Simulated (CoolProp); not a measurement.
Vapour pressure (MPa) of octamethyltrisiloxane (MDM): the reference equation beside estimates from Tc = 292.2 °C, pc = 1.438 MPa, ω = 0.528. Clausius-Clapeyron is anchored at 19.15 °C with a constant enthalpy of vaporisation of 48.87 kJ/mol.

Model: reference Helmholtz-energy equation of state, Thol 2017, in CoolProp.

```
T (°C)  reference  Clausius-Clapeyron  van der Waals  Redlich-Kwong  Soave-Redlich-Kwong  Peng-Robinson
------  ---------  ------------------  -------------  -------------  -------------------  -------------
-8.95    3.736e-5            3.971e-5        0.02491       0.001208             4.430e-5       5.374e-5
-1.95    6.820e-5            7.052e-5        0.03001       0.001793             7.878e-5       9.382e-5
5.15    0.0001208           0.0001226        0.03591       0.002607            0.0001363      0.0001596
12.15   0.0002051           0.0002058        0.04251       0.003686            0.0002268      0.0002613
19.15   0.0003371           0.0003371        0.04994       0.005102            0.0003663      0.0004161
26.15   0.0005382           0.0005396        0.05824       0.006928            0.0005758      0.0006455
33.25   0.0008413           0.0008505        0.06762       0.009280            0.0008879      0.0009833
40.25    0.001274            0.001305        0.07785        0.01218             0.001329       0.001456
47.25    0.001886            0.001967        0.08911        0.01575             0.001948       0.002111
54.25    0.002731            0.002911         0.1015        0.02008             0.002797       0.003004
61.35    0.003896            0.004262         0.1151        0.02537             0.003961       0.004217
68.35    0.005429            0.006110         0.1298        0.03157             0.005486       0.005794
75.35    0.007435            0.008633         0.1457        0.03887             0.007476       0.007838
82.35     0.01002             0.01203         0.1628        0.04737              0.01003        0.01045
```

Absolute difference from the reference over all 14 rows, mean and median: Clausius-Clapeyron 6.0 and 3.8 %, van der Waals 15491.9 and 6974.1 %, Redlich-Kwong 1219.7 and 929.5 %, Soave-Redlich-Kwong 6.6 and 4.9 %, Peng-Robinson 18.7 and 15.6 %.
